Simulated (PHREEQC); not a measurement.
Solution (55 °C): 70 mmol/kgw NiSO4, 25 mmol/kgw NiCl2 and 0.31 mmol/kgw H2SO4. Closed to the air; pH follows from the charge balance.

The numbers come from PHREEQC with the ion-association model, wateq4f.dat.

| quantity | before | after |
|---|---|---|
| pH | 3.79 | 3.41 |
| Ni+2 (mol/kgw) | 0.0573 | 0.0273 |
| NiSO4 (mol/kgw) | 0.0357 | 0.00338 |
| SO4-2 (mol/kgw) | 0.0341 | 0.00378 |
| HSO4- (mol/kgw) | 0.000416 | 0.000142 |
| SI of Morenosite (NiSO4:7H2O) | -1.67 | -2.70 |

Task: Name the change that produced these shifts.
(A) diluted 10-fold with water
(B) temperature from 55 to 10 °C
(C) NiSO4 from 0.07 to 0.007 mol/kgw
(D) NiCl2 left out
(E) H2SO4 left out

Result: C, NiSO4 from 0.07 to 0.007 mol/kgw

This is a speciation only: nothing precipitates in the calculation. Away from 25 °C the constants follow the database's enthalpies or fits; those with neither stay at their 25 °C values.
